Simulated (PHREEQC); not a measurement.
Make-up at 20 °C: 0.1 mol/kgw NiCl2, 0.018 mol/kgw NaCl and 0.0012 mol/kgw FeSO4. Closed to the air; pH follows from the charge balance.

Model: ion-association model, wateq4f.dat, run in PHREEQC.

| quantity | before | after |
|---|---|---|
| pH | 5.79 | 5.66 |
| ionic strength (mol/kgw) | 0.285 | 0.286 |
| NiCl+ (mol/kgw) | 0.0115 | 0.0114 |
| NiCl2 (mol/kgw) | 0.00392 | 0.00383 |
| NiOH+ (mol/kgw) | 2.00e-6 | 1.47e-6 |

Q: What was changed between the two runs?
(A) 0.0016 mol/kgw Cs2CO3 added
(B) NaCl replaced by CdCl2 at the same molality
(C) FeSO4 left out
(D) temperature from 20 to 50 °C
(E) 0.021 mol/kgw KCl added

A: B, NaCl replaced by CdCl2 at the same molality

No solid was allowed to form.
